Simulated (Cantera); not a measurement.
Input: 1 mol SiCl4, a varied amount of Cl2, 160 mol H2, equilibrated at 338 Torr.

Cantera equilibrium calculation (NASA polynomials, part measured and part estimated; ideal gas, pure solids and liquids). Candidate condensed phases: Si; 19 gas species. The tables' values for SiCl3 are old estimates. Rates play no part.

Stable condensed phases, one row left out:

```
T in °C \ n(Cl2) in mol
         0.034 0.058   0.1  0.17   0.3  0.52   0.9
   1250      A     A     A     A     A     A     A
   1200      A     A     A     A     A     A     A
   1150      A     A     A     A     A     A     A
   1100      A     A     A     A     A     A     A
   1050      A     A     A     A     A     A     A
   1000      A     A     A     A     A     A     A
    950      A     A     A     A     A     A     A
    900      A     A     A     A     A     A     A
    850      A     A     A     A     A     A     B
    800      A     A     A     A     A     B     B
    700      A     B     B     B     B     B     B
    650      B     B     B     B     B     B     B
```

A: Si; B: gas only.

### Question
Give the row for 750 °C.

### Answer
0.034: Si; 0.058: Si; 0.1: Si; 0.17: Si; 0.3: gas only; 0.52: gas only; 0.9: gas only.
